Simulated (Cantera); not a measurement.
A perfectly stirred reactor is fed with 63.7 % NO, 36.3 % N₂, at 2670 Pa; it is held at 2200 K, and followed from long to short residence time.

Detailed kinetics in Cantera: GRI-Mech 3.0 (53 species, 325 reactions). Radical loss at walls, strong at low pressure, is not modelled.

x: mole fraction; the columns are a selection and need not sum to one.

| τ (s) | x NO | x O₂ | x NO₂ | x N₂O | x O | x N₂ |
|---|---|---|---|---|---|---|
| 0.68 | 0.349 | 0.140 | … | 3.06e-5 | 0.00632 | 0.505 |
| 0.24 | 0.523 | 0.0542 | 5.42e-5 | 8.22e-5 | 0.00423 | 0.419 |
| 0.084 | 0.605 | 0.0143 | … | 0.000129 | 0.00258 | 0.378 |
| 0.029 | 0.629 | 0.00300 | … | 0.000148 | 0.00149 | 0.366 |
| 0.010 | 0.635 | 0.000454 | … | 0.000136 | 0.000671 | 0.364 |
| 0.0036 | 0.636 | 5.44e-5 | … | 9.29e-5 | 0.000234 | 0.363 |
| 0.0013 | 0.637 | 6.01e-6 | … | 4.74e-5 | 7.36e-5 | 0.363 |

Fill in the missing entries.


- 0.68, x NO₂: 5.87e-5
- 0.084, x NO₂: 3.39e-5
- 0.029, x NO₂: 1.95e-5
- 0.010, x NO₂: 9.44e-6
- 0.0036, x NO₂: 3.29e-6
- 0.0013, x NO₂: 8.53e-7
